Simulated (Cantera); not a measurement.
**Carbothermic reduction: SiO2 + C + CO**

Feed: 1 mol SiO2, 5.6 mol C, 1.1 mol CO, at 11.0 Pa.

Method: chemical equilibrium by Gibbs-energy minimisation in Cantera with the NASA 1993 tables (ideal gas, pure condensed phases). Candidate condensed phases: C, Si, SiC, SiO2; 20 gas species. Rates play no part.

From 1252 °C to 1852 °C the condensed part is C(graphite) + SiC(s). The main Si-bearing gas is SiO at 1252 °C and Si at 1852 °C. The share of Si in condensed phases is highest at 1252 °C (99.3 %) and lowest at 1852 °C (39.6 %).

```csv
T (°C),log p CO,log p Si,log p SiO,log p SiC2,n C(graphite),n SiC(s)
1252,-3.96,-9.82,-6.62,-12.49,2.61,0.993
1352,-3.96,-8.73,-6.46,-11.06,2.62,0.990
1452,-3.96,-7.77,-6.31,-9.80,2.63,0.986
1552,-3.96,-6.91,-6.19,-8.69,2.64,0.978
1652,-3.96,-6.15,-6.07,-7.69,2.67,0.954
1752,-3.98,-5.46,-5.98,-6.79,2.76,0.857
1852,-4.03,-4.83,-5.95,-5.98,3.15,0.396
```
log p: log10 of the partial pressure in bar; n: condensed amount in mol.
